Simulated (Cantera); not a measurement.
Low-pressure radical oxidation in H2/O2

An isothermal, constant-pressure homogeneous reactor starts with H2 : O2 : H2O = 0.044 : 1 : 0.055 (molar parts), equivalence ratio 0.022, at 1350 K and 10.00 Torr.

Cantera simulation using GRI-Mech 3.0 (53 species, 325 reactions); the numbers are that mechanism's predictions, not measurements. Radical loss at walls, strong at low pressure, is not modelled. The temperature is held fixed by assumption; the heat of reaction is taken as removed at once.

```
t (s)         x H2   x O2       x H    x H2O2      x OH
--------  --------  -----  --------  --------  --------
1.00e-5     0.0400  0.910   3.47e-9    <1e-12  7.78e-10
2.64e-5     0.0400  0.910   7.40e-9  1.85e-12   4.17e-9
6.97e-5     0.0400  0.910   1.56e-8  1.28e-11   1.97e-8
0.000184    0.0400  0.910   5.39e-8  8.68e-11   1.08e-7
0.000486    0.0400  0.910   8.81e-7  5.72e-10   2.01e-6
0.00128     0.0350  0.906  0.000949   2.22e-8   0.00203
0.00339    0.00121  0.878   0.00538   1.04e-7   0.00614
0.00894    0.00108  0.881   0.00451   1.02e-7   0.00581
0.0236    0.000812  0.888   0.00291   9.57e-8   0.00506
0.0624    0.000430  0.897   0.00109   7.86e-8   0.00370
0.165     0.000136  0.904  0.000190   4.93e-8   0.00209
0.435      2.93e-5  0.907   1.90e-5   2.29e-8  0.000973
1.15       5.99e-6  0.908   1.76e-6   8.95e-9  0.000441
3.03       1.40e-6  0.908   2.00e-7   3.33e-9  0.000214
8.00       4.09e-7  0.908   3.15e-8   1.37e-9  0.000115
```
x: mole fraction; the columns are a selection and need not sum to one.

Equilibrium at this temperature and pressure: H2 1.72e-7, O2 0.908, H 8.61e-9, H2O2 8.02e-10, OH 7.48e-5 (gas phase only).
